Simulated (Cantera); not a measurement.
Feed: 1 mol SiCl4, 0.85 mol Cl2, 0.64 mol H2, held at 1523.15 K and 218 Torr.

Method: chemical equilibrium by Gibbs-energy minimisation in Cantera with the NASA 1993 tables (ideal gas, pure condensed phases). Candidate condensed phases: Si; 19 gas species. The tables' values for SiCl3 are old estimates; treat these amounts as uncertain. Equilibrium is a limit: real reactors are often held back by kinetics, nucleation or transport.

Base state: HCl 0.506, SiCl4 0.395, Cl2 0.0667, Cl 0.0327, SiCl3 0.000121 (mole fractions); condensed: gas only.

### Question
What changes in the equilibrium state with this change: pressure from 218 Torr to 660 Torr?

### Answer
| species | before | after |
|---|---|---|
| HCl | 0.506 | 0.509 |
| SiCl4 | 0.395 | 0.398 |
| Cl2 | 0.0667 | 0.0737 |
| Cl | 0.0327 | 0.0197 |
| SiCl3 | 0.000121 | 6.63e-5 |

### Question
What changes in the equilibrium state with this change: pressure from 218 Torr to 1 atm?

### Answer
| species | before | after |
|---|---|---|
| HCl | 0.506 | 0.509 |
| SiCl4 | 0.395 | 0.398 |
| Cl2 | 0.0667 | 0.0744 |
| Cl | 0.0327 | 0.0185 |
| SiCl3 | 0.000121 | 6.16e-5 |
